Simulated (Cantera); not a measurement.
Charge: 1 mol AlN, 0.43 mol O₂, 2.3 mol N₂, held at 798 K and 75.0 Torr.

These are equilibrium values from Cantera (NASA tables, ideal gas, pure condensed phases), not measurements of a reactor. Candidate condensed phases: Al, AlN, Al₂O₃; 16 gas species. The numbers say what is thermodynamically allowed, not how fast it happens.

Base state: N₂ 1.00 (mole fractions); condensed: AlN(s) + Al₂O₃(s).

### Question
What changes in the equilibrium state with this change: AlN replaced by BN?

### Answer
| species | before | after |
|---|---|---|
| N₂ | 1.00 | 1.00 |
| AlN(s), mol | 0.427 | 0 |
| Al₂O₃(s), mol | 0.287 | 0 |
| BN(s), mol | 0 | 0.427 |
| B₂O₃(l), mol | 0 | 0.287 |
Further candidate phases: B, BN, B₂O₃.
